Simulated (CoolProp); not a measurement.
Computed with CoolProp (reference Helmholtz-energy equation of state, Lemmon 2016).

Task: Give the vapour pressure (bar), liquid density (kg/m³), vapour density (kg/m³), enthalpy of vaporisation (kJ/kg) of saturated R227EA at 310.6, 333.7, 350.9 K.

Result: 
```csv
T (K),p (bar),liquid density (kg/m³),vapour density (kg/m³),enthalpy of vaporisation (kJ/kg)
310.6,6.54,1330,52.4,104
333.7,11.9,1210,101,87.4
350.9,17.7,1100,164,70.5
```
